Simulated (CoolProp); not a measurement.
Vapour-liquid equilibrium of n-octane (1) + p-xylene (2) at 0.301 MPa; x and y are mole fractions of (1).

The numbers come from the multi-fluid Helmholtz-energy mixture model, Beckmüller 2019 and Zhou 2012; pair parameters Bell 2016 in CoolProp.

Q: Give the bubble temperature and the first vapour's composition at x = 0.45, 0.55, 0.65. Is there an azeotrope?

A: x = 0.45: 448.4 K, y = 0.518; x = 0.55: 447.1 K, y = 0.609; x = 0.65: 446.0 K, y = 0.696. No azeotrope shows between x = 0.05 and 0.95.

Pair parameters are fitted to limited data, so mixtures are less certain than the pure fluids.
